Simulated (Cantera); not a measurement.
Diamond growth

A diamond (100) surface in a fixed gas of H2 with x(CH4) = 0.0093, x(H) = 0.00041, x(CH3) = 3.9e-05, 0.0140 bar; coverages are run to steady state.

Detailed kinetics in Cantera: the Harris–Goodwin 1993 mechanism for the reconstructed diamond (100) surface.

```csv
T (K),growth (µm/h),θ c6HH,θ c6H*,θ c6*H,θ c6**,θ c6HM
900,0.138,0.639,0.00955,0.268,0.00367,0.0646
950,0.141,0.615,0.0132,0.314,0.00552,0.0398
1000,0.102,0.591,0.0175,0.359,0.00776,0.0177
1050,0.0563,0.564,0.0221,0.395,0.0101,0.00585
1100,0.0327,0.536,0.0266,0.421,0.0124,0.00173
1150,0.0249,0.513,0.0310,0.440,0.0143,0.000514
1200,0.0231,0.497,0.0352,0.451,0.0158,0.000157
1250,0.0205,0.487,0.0391,0.456,0.0168,4.94e-5
1300,0.0138,0.484,0.0426,0.456,0.0173,1.60e-5
1350,0.00677,0.487,0.0457,0.450,0.0173,5.59e-6
1400,0.00282,0.493,0.0483,0.442,0.0171,2.14e-6
```
θ: site fractions in the mechanism's names (c6HH fully hydrogenated, c6H* and c6*H radical sites, c6** diradical, c6HM methylated).
